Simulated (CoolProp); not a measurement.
Dodecamethylpentasiloxane (MD3M) at several states: density (kg/m³) from the reference equation and from simpler models built on Tc = 354.9 °C, pc = 0.9540 MPa, ω = 0.730; each cubic takes its own stable root.

Computed with CoolProp (reference Helmholtz-energy equation of state, Thol 2019).

```csv
T (°C),p (MPa),phase,reference,van der Waals,Redlich-Kwong
255.75,1.6,liquid,633.2,379.4,517.0
217.75,0.0221,gas,2.135,2.110,2.118
-39.65,0.452,liquid,933.1,493.4,733.9
341.45,0.115,gas,9.116,9.012,9.069
-41.55,0.112,liquid,934.7,492.7,734.2
-4.85,0.156,liquid,898.9,479.7,713.8
```
